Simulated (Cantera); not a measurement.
Input: 1 mol CH₃F, 0.41 mol HCl, held at 2052 °C and 56000 Pa.

Method: chemical equilibrium by Gibbs-energy minimisation in Cantera with the NASA 1993 tables (ideal gas, pure condensed phases). Candidate condensed phases: C, C₆H₆, C₇H₈, C₈H₁₈; 118 gas species. Kinetics and transport are ignored.

Task: What is the equilibrium state?

Result: 
| Property | Result |
|---|---|
| x(HF) | 0.412 |
| x(H₂) | 0.407 |
| x(HCl) | 0.166 |
| x(H) | 0.00938 |
| x(Cl) | 0.00275 |
| x(C₂H₂ (acetylene)) | 0.00199 |
| x(CH₄) | 1.89e-5 |
| x(F) | 1.22e-5 |
| x(CH₃) | 8.15e-6 |
| n(C(graphite)) | 0.990 mol |
| gas amount | 2.425 mol |
